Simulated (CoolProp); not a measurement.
A simple Rankine cycle with R22: condensing at 302.15 K, boiler at 3.38 MPa, turbine inlet 389.1 K, turbine efficiency 0.7, pump efficiency 0.7, no recuperator. Each further row changes one setting.

The numbers come from the reference Helmholtz-energy equation of state, Kamei 1995 in CoolProp.

```
case                             thermal efficiency (%)  net work (kJ/kg)  heat in (kJ/kg)  turbine exit temperature (K)  volume ratio over the turbine
-------------------------------  ----------------------  ----------------  ---------------  ----------------------------  -----------------------------
as stated                                           8.1              18.3              226                             …                           2.86
turbine inlet 409.1 K                               8.3              20.5              246                         358.1                              …
condensing temperature 294.15 K                     9.4              22.1              236                         327.5                           3.52
boiler pressure 2.37 MPa                            5.9              14.0                …                         356.4                              …
turbine efficiency 0.6                                …              15.3              226                         340.0                           2.91
```

**Question.** What belongs in the gaps?

**Answer.** 
- as stated, turbine exit temperature (K): 336.3
- turbine inlet 409.1 K, volume ratio over the turbine: 2.82
- boiler pressure 2.37 MPa, heat in (kJ/kg): 238
- boiler pressure 2.37 MPa, volume ratio over the turbine: 1.99
- turbine efficiency 0.6, thermal efficiency (%): 6.8
